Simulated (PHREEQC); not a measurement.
**Nickel, zinc or cadmium bath**

Dissolve 0.21 mol/kgw Ni(NO3)2, 0.0016 mol/kgw Na2SO4 and 0.16 mol/kgw HCl at 10 °C. Closed to the air; pH follows from the charge balance.

Equilibrium calculation in PHREEQC: ion-association model, wateq4f.dat.

```json
{
  "pH": "0.92",
  "ionic_strength": "0.746 mol/kgw",
  "activity_of_water": "0.984",
  "total_alkalinity": "-160 meq/kg"
}
```

| species | molality | activity | log γ |
|---|---|---|---|
| NO3- | 0.420 | 0.246 | -0.233 |
| Ni+2 | 0.189 | 0.0628 | -0.477 |
| H+ | 0.159 | 0.120 | -0.122 |
| Cl- | 0.136 | 0.0845 | -0.205 |
| NiCl+ | 0.0175 | 0.0133 | -0.119 |
| NiCl2 | 0.00344 | 0.00409 | 0.075 |
| Na+ | 0.00320 | 0.00228 | -0.146 |
| HSO4- | 0.000765 | 0.000494 | -0.190 |
| NiSO4 | 0.000516 | 0.000613 | 0.075 |
| SO4-2 | 0.000318 | 5.73e-5 | -0.744 |
| NaSO4- | 8.80e-7 | 5.94e-7 | -0.171 |
| Ni(SO4)2-2 | 6.49e-9 | 2.16e-9 | -0.477 |

This is a speciation only: nothing precipitates in the calculation. The ionic strength is past about 0.7 mol/kgw, beyond the range of this activity model, so the values are rough. Away from 25 °C the constants follow the database's enthalpies or fits; those with neither stay at their 25 °C values.
